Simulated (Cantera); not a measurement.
Charge: 1 mol Si, 1.1 mol CO, 1.9 mol H2, held at 94000 Pa.

Method: chemical equilibrium by Gibbs-energy minimisation in Cantera with the NASA 1993 tables (ideal gas, pure condensed phases). Candidate condensed phases: C, C6H6, C7H8, C8H18, H2O, Si, SiC, SiO2; 123 gas species. Mutual solubility and eutectic melting of coexisting phases are not modelled. The tables hold silica as quartz up to 1696 K and as liquid above; real silica turns to tridymite and cristobalite and melts near 1996 K. Gases not in the tables: Si2H6 and higher silanes. Rates play no part.

Q: Which condensed phases are stable at each of these points (T (K)): 1048, 1123, 1198, 1273, 1348, 1423, 1498, 1573, 1648, 1723, 1798, 1873, 1948, 2023?

A: 
| T (K) | condensed phases | Si condensed (%) |
|---|---|---|
| 1048 | C(graphite) + SiC(s) + SiO2(β-quartz) | 100.0 |
| 1123 | C(graphite) + SiC(s) + SiO2(β-quartz) | 100.0 |
| 1198 | C(graphite) + SiC(s) + SiO2(β-quartz) | 100.0 |
| 1273 | C(graphite) + SiC(s) + SiO2(β-quartz) | 100.0 |
| 1348 | C(graphite) + SiC(s) + SiO2(β-quartz) | 100.0 |
| 1423 | C(graphite) + SiC(s) + SiO2(β-quartz) | 100.0 |
| 1498 | C(graphite) + SiC(s) + SiO2(β-quartz) | 100.0 |
| 1573 | C(graphite) + SiC(s) + SiO2(β-quartz) | 100.0 |
| 1648 | SiC(s) + SiO2(β-quartz) | 99.8 |
| 1723 | SiC(s) + SiO2(condensed) | 99.2 |
| 1798 | SiC(s) + SiO2(condensed) | 97.0 |
| 1873 | SiC(s) + SiO2(condensed) | 89.2 |
| 1948 | SiC(s) + SiO2(condensed) | 61.4 |
| 2023 | SiC(s) | 50.0 |

From 1048 K to 1573 K the condensed part is C(graphite) + SiC(s) + SiO2(β-quartz). At 1648 K the condensed part is SiC(s) + SiO2(β-quartz). From 1723 K to 1948 K the condensed part is SiC(s) + SiO2(condensed). At 2023 K the condensed part is SiC(s).
